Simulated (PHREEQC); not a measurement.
Make-up at 25 °C: 0.029 mol/kgw K2CO3, 0.13 mol/kgw K2SO4 and 3.8e-05 mol/kgw CuSO4. Closed to the air; pH follows from the charge balance.

Model: ion-association model, wateq4f.dat, run in PHREEQC.

```yaml
pH: 11.05
ionic_strength: 0.399 mol/kgw
activity_of_water: 0.993
total_alkalinity: 58.0 meq/kg
```

| species | molality | activity | log γ |
|---|---|---|---|
| K+ | 0.280 | 0.185 | -0.181 |
| SO4-2 | 0.0920 | 0.0207 | -0.648 |
| KSO4- | 0.0381 | 0.0268 | -0.152 |
| CO3-2 | 0.0272 | 0.00671 | -0.608 |
| HCO3- | 0.00180 | 0.00127 | -0.152 |
| OH- | 0.00172 | 0.00112 | -0.187 |
| Cu(OH)2 | 3.74e-5 | 4.10e-5 | 0.040 |
| Cu(OH)3- | 3.79e-7 | 2.77e-7 | -0.136 |

This is a speciation only: nothing precipitates in the calculation. Saturation is exceeded, for instance for Cu(OH)2, Tenorite (slow to form); the values hold only as long as no solid forms. The database's constant for dissolved Cu(OH)2 is higher than later reviews accept.
